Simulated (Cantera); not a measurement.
## Ammonia decomposition in nitride growth gas

A perfectly stirred reactor is fed with 74.1 % NH3, 25.9 % N2, at 100.0 Torr; it is held at 2050 K, and followed from long to short residence time.

Detailed kinetics in Cantera: the gas-phase N/H chemistry of the illustrative SiF4/NH3 mechanism in the Surface Chemkin manual (1991). Walls and surfaces, which speed up NH3 decomposition in real reactors, are not modelled.

| τ (s) | x NH3 | x N | x NH | x H2 | x N2H4 | x N2H2 |
|---|---|---|---|---|---|---|
| 0.48 | 0.136 | 1.33e-6 | 1.42e-5 | 0.520 | 8.08e-9 | 8.98e-7 |
| 0.27 | 0.210 | 1.28e-6 | 1.62e-5 | 0.457 | 1.45e-8 | 1.50e-6 |
| 0.15 | 0.306 | 1.20e-6 | 1.79e-5 | 0.374 | 2.42e-8 | 2.38e-6 |
| 0.087 | 0.405 | 1.10e-6 | 1.89e-5 | 0.289 | 3.58e-8 | 3.42e-6 |
| 0.049 | 0.504 | 9.47e-7 | 1.93e-5 | 0.203 | 4.93e-8 | 4.61e-6 |
| 0.028 | 0.584 | 7.65e-7 | 1.88e-5 | 0.134 | 6.27e-8 | 5.68e-6 |
| 0.016 | 0.643 | 5.62e-7 | 1.76e-5 | 0.0835 | 7.51e-8 | 6.50e-6 |
| 0.0089 | 0.683 | 3.65e-7 | 1.59e-5 | 0.0486 | 8.61e-8 | 7.02e-6 |
| 0.0050 | 0.708 | 2.17e-7 | 1.41e-5 | 0.0275 | 9.33e-8 | 7.16e-6 |
x: mole fraction; the columns are a selection and need not sum to one.
